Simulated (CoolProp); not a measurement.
Tetrahydrofuran along the isobar 6580 kPa: fugacity coefficient from the reference equation and from simpler models built on Tc = 540.2 K, pc = 5304 kPa, ω = 0.234; each cubic takes its own stable root.

Model: reference Helmholtz-energy equation of state, Fiedler 2023, in CoolProp.

```
T (K)   phase  reference  van der Waals  Redlich-Kwong  Soave-Redlich-Kwong  Peng-Robinson
-----  ------  ---------  -------------  -------------  -------------------  -------------
302.9  liquid   0.004943        0.06089       0.009706             0.004862       0.004918
310.7  liquid   0.006764        0.06993        0.01286             0.006672       0.006707
318.5  liquid   0.009083        0.07974        0.01674             0.008988       0.008983
326.3  liquid    0.01199        0.09032        0.02143              0.01190        0.01183
334.1  liquid    0.01557         0.1017        0.02702              0.01551        0.01535
341.9  liquid    0.01992         0.1138        0.03358              0.01991        0.01962
349.7  liquid    0.02513         0.1267        0.04120              0.02521        0.02476
357.5  liquid    0.03131         0.1403        0.04994              0.03151        0.03084
365.3  liquid    0.03855         0.1547        0.05987              0.03892        0.03799
373.1  liquid    0.04692         0.1698        0.07104              0.04754        0.04627
380.8  liquid    0.05640         0.1854        0.08331              0.05732        0.05566
388.6  liquid    0.06730         0.2018        0.09704              0.06860        0.06648
396.4  liquid    0.07957         0.2189         0.1121              0.08134        0.07868
```
